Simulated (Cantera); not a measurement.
## Equilibrium for calcination and drying: MgSO₄ + H₂

A closed system holds: 1 mol MgSO₄, 0.032 mol H₂, equilibrated at 600 Torr.

These are equilibrium values from Cantera (NASA tables, ideal gas, pure condensed phases), not measurements of a reactor. Candidate condensed phases: H₂O, H₂SO₄, Mg, MgO, Mg(OH)₂, MgS, MgSO₄, S; 26 gas species. Mutual solubility and eutectic melting of coexisting phases are not modelled. Gases not in the tables: S₃ to S₇. Equilibrium is a limit: real reactors are often held back by kinetics, nucleation or transport.

From 825 K to 1325 K the condensed part is MgO(s) + MgSO₄(s). At 1375 K the condensed part is MgO(s).

| T (K) | x SO₂ | x H₂O | x O₂ | x SO₃ | x H₂S | x S₂ | x S₂O | n MgO(s) | n MgSO₄(s) |
|---|---|---|---|---|---|---|---|---|---|
| 825 | 0.420 | 0.549 | <1e-12 | 5.08e-9 | 0.0195 | 0.0106 | 0.00130 | 0.0261 | 0.974 |
| 875 | 0.499 | 0.500 | <1e-12 | 5.27e-8 | 0.000207 | 4.07e-5 | 2.12e-5 | 0.0319 | 0.968 |
| 925 | 0.500 | 0.500 | <1e-12 | 4.22e-7 | 2.17e-6 | 1.18e-7 | 2.57e-7 | 0.0320 | 0.968 |
| 975 | 0.500 | 0.500 | 6.14e-12 | 2.70e-6 | 3.72e-8 | 6.38e-10 | 5.00e-9 | 0.0320 | 0.968 |
| 1025 | 0.500 | 0.500 | 5.61e-10 | 1.44e-5 | 9.71e-10 | 5.94e-12 | 1.47e-10 | 0.0320 | 0.968 |
| 1075 | 0.500 | 0.500 | 3.32e-8 | 6.49e-5 | 3.65e-11 | <1e-12 | 6.10e-12 | 0.0320 | 0.968 |
| 1125 | 0.500 | 0.500 | 1.34e-6 | 0.000255 | 1.88e-12 | <1e-12 | <1e-12 | 0.0320 | 0.968 |
| 1175 | 0.500 | 0.499 | 3.91e-5 | 0.000884 | <1e-12 | <1e-12 | <1e-12 | 0.0321 | 0.968 |
| 1225 | 0.499 | 0.497 | 0.000854 | 0.00275 | <1e-12 | <1e-12 | <1e-12 | 0.0323 | 0.968 |
| 1275 | 0.503 | 0.475 | 0.0142 | 0.00779 | <1e-12 | <1e-12 | <1e-12 | 0.0344 | 0.966 |
| 1325 | 0.565 | 0.263 | 0.151 | 0.0203 | <1e-12 | <1e-12 | <1e-12 | 0.0712 | 0.929 |
| 1375 | 0.643 | 0.0214 | 0.311 | 0.0241 | <1e-12 | <1e-12 | <1e-12 | 1.00 | 0 |
x: gas mole fraction; n: condensed amount in mol.
